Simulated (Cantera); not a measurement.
Charge: 1 mol Si3N4, 1.2 mol O2, 8.3 mol N2, at 1398 K.

Equilibrium computed with Cantera from the NASA thermochemical tables; the gas is ideal and each condensed phase is pure. Candidate condensed phases: Si, SiO2, Si2N2O, Si3N4; 16 gas species. Mutual solubility and eutectic melting of coexisting phases are not modelled. The tables hold silica as quartz up to 1696 K and as liquid above; real silica turns to tridymite and cristobalite and melts near 1996 K. Rates play no part.

**Question.** What share of the Si ends up in condensed phases as a function of P (Pa), at 0.100, 1.50, 22, 320, 4600, 68000, 1000000?

**Answer.** 
```json
[
 {"P (Pa)": "0.100", "Si condensed (%)": "19.7", "as": "Si(s)"},
 {"P (Pa)": "1.50", "Si condensed (%)": "40.0", "as": "Si2N2O(s)"},
 {"P (Pa)": "22", "Si condensed (%)": "97.3", "as": "SiO2(β-quartz) + Si2N2O(s)"},
 {"P (Pa)": "320", "Si condensed (%)": "99.9", "as": "SiO2(β-quartz) + Si2N2O(s)"},
 {"P (Pa)": "4600", "Si condensed (%)": "100.0", "as": "SiO2(β-quartz) + Si2N2O(s)"},
 {"P (Pa)": "68000", "Si condensed (%)": "100.0", "as": "SiO2(β-quartz) + Si2N2O(s)"},
 {"P (Pa)": "1000000", "Si condensed (%)": "100.0", "as": "SiO2(β-quartz) + Si2N2O(s)"}
]
```
